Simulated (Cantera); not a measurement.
Cantera run:

```python
import numpy as np
import cantera as ct

gas_names = """
    AL ALH ALO ALOH ALO2 ALO2H AL2 AL2O AL2O2 H HALO HO2 H2 H2O H2O2 O OH O2 O3
""".split()
cond_names = """
    AL(cr) AL(L) AL2O3(a) AL2O3(L) H2O(s) H2O(L)
""".split()


# ... load() reads the species with a 1 bar reference pressure and builds the phases ...
atoms = {
    'Al2O3': {'AL': 2, 'O': 3},
    'H2': {'H': 2},
}
top_T = {}  # K; cautious upper limits of use, not melting points


# ... equilibrate(T, P, feed) seeds the gas with the atoms and calls Mixture.equilibrate('TP', solver="vcs", rtol=1e-11, max_steps=5000) ...
results = []
feed = {'Al2O3': 1, 'H2': 0.049}  # mol
P = 100000  # Pa
for T in [1575, 1775, 1975, 2175, 2375, 2575, 2775, 2975]:
    mix = equilibrate(T, P, feed)
    results.append((T, P, feed, dict(zip(mix.species_names, mix.species_moles))))

top = {s: max(r[3][s] / sum(r[3][g] for g in gas_names) for r in results) for s in gas_names}
cols = sorted((s for s in top if top[s] > 0.001), key=lambda s: -top[s])[:9]
seen = [c for c in cond_names if any(r[3].get(c, 0) > 1e-12 for r in results)]
print("log10 of partial pressures in bar; condensed amounts in mol")
print(f"{'T/K':>10s}" + "".join(f"{s[:9]:>10s}" for s in cols + seen))
for T, P, feed, n in results:
    ng = sum(n[g] for g in gas_names)
    print(f"{T:10.4g}" + "".join(f"{np.log10(max(n[s] / ng * P / 1e5, 1e-99)):10.3f}" for s in cols)
          + "".join(f"{n.get(c, 0):10.4g}" for c in seen))
```

It prints:

```
log10 of partial pressures in bar; condensed amounts in mol
       T/K        H2         H       H2O        AL      AL2O      ALOH        OH       ALO  AL2O3(a)  AL2O3(L)
      1575    -0.000    -4.381    -6.131    -6.640    -7.438    -7.718   -11.952   -12.029         1         0
      1775    -0.000    -3.539    -4.997    -5.453    -5.997    -6.393    -9.741    -9.757         1         0
      1975    -0.001    -2.864    -4.079    -4.541    -4.899    -5.355    -7.964    -7.961         1         0
      2175    -0.002    -2.313    -3.325    -3.817    -4.035    -4.522    -6.507    -6.506         1         0
      2375    -0.008    -1.854    -2.713    -3.232    -3.362    -3.858    -5.309    -5.321         0         1
      2575    -0.019    -1.470    -2.246    -2.761    -2.882    -3.366    -4.344    -4.384         0    0.9999
      2775    -0.043    -1.147    -1.862    -2.367    -2.492    -2.964    -3.527    -3.593         0    0.9997
      2975    -0.087    -0.879    -1.554    -2.038    -2.178    -2.639    -2.833    -2.917         0    0.9993
```

Cantera equilibrium calculation (NASA polynomials, part measured and part estimated; ideal gas, pure solids and liquids). The tables' values for AlOH are old estimates; treat these amounts as uncertain. Gases not in the tables: Al(OH)3.
